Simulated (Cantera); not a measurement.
## Hydrogen reduction and annealing atmospheres: Fe3O4 + H2 + N2

A closed system holds: 1 mol Fe3O4, 15 mol H2, 5.9 mol N2, at 0.0100 bar.

Cantera equilibrium calculation (NASA polynomials, part measured and part estimated; ideal gas, pure solids and liquids). Candidate condensed phases: Fe, FeO, Fe(OH)2, Fe(OH)3, Fe2O3, Fe3O4, H2O; 27 gas species. Mutual solubility and eutectic melting of coexisting phases are not modelled. The tables' stoichiometric FeO is somewhat more stable than real wüstite, so its field is too wide. FeO: taken at fixed stoichiometry. Equilibrium is a limit: real reactors are often held back by kinetics, nucleation or transport.

```tsv
T (°C)	x H2	x N2	x H2O	x Fe	x H	n Fe(γ)	n FeO(s)	n Fe(δ)	n Fe(l)
1002	0.546	0.282	0.172	5.28e-8	5.45e-6	2.60	0.404	0	0
1077	0.531	0.282	0.187	4.30e-7	1.74e-5	2.90	0.0955	0	0
1152	0.526	0.282	0.191	2.79e-6	4.95e-5	3.00	0	0	0
1227	0.526	0.282	0.191	1.50e-5	0.000128	3.00	0	0	0
1302	0.526	0.282	0.191	6.83e-5	0.000301	3.00	0	0	0
1377	0.526	0.282	0.191	0.000270	0.000659	2.99	0	0	0
1452	0.525	0.282	0.191	0.000942	0.00135	0	0	2.98	0
1527	0.523	0.281	0.190	0.00295	0.00259	0	0	2.94	0
1602	0.519	0.279	0.189	0.00811	0.00472	0	0	0	2.83
1677	0.509	0.275	0.186	0.0205	0.00818	0	0	0	2.56
1752	0.491	0.267	0.180	0.0481	0.0135	0	0	0	1.93
1827	0.455	0.249	0.167	0.106	0.0210	0	0	0	0.466
1902	0.439	0.243	0.161	0.122	0.0323	0	0	0	0
```
x: gas mole fraction; n: condensed amount in mol.

From 1002 °C to 1077 °C the condensed part is Fe(γ) + FeO(s). From 1152 °C to 1377 °C the condensed part is Fe(γ). From 1452 °C to 1527 °C the condensed part is Fe(δ). From 1602 °C to 1827 °C the condensed part is Fe(l). At 1902 °C nothing is condensed. The main Fe-bearing gas is Fe(OH)2 at 1002 °C and Fe at 1902 °C.
